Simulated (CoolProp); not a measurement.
Aqueous potassium formate as a coolant, 38 % by mass, freezing at -31.8 °C, 1 atm.

Model: Melinder's fits for secondary coolants, in CoolProp.

| T (°C) | density (kg/m³) | cp (kJ/(kg K)) | conductivity (W/(m K)) | viscosity (mPa s) |
|---|---|---|---|---|
| -27.2 | 1264 | 2.841 | 0.467 | 8.44 |
| -19.7 | 1262 | 2.856 | 0.475 | 6.04 |
| -12.1 | 1259 | 2.870 | 0.484 | 4.51 |
| -4.6 | 1257 | 2.883 | 0.493 | 3.51 |
| 2.9 | 1254 | 2.896 | 0.502 | 2.84 |
| 10.5 | 1251 | 2.910 | 0.511 | 2.35 |
| 18 | 1248 | 2.923 | 0.520 | 2.00 |
| 25.5 | 1245 | 2.937 | 0.529 | 1.73 |
| 33.1 | 1241 | 2.951 | 0.538 | 1.52 |
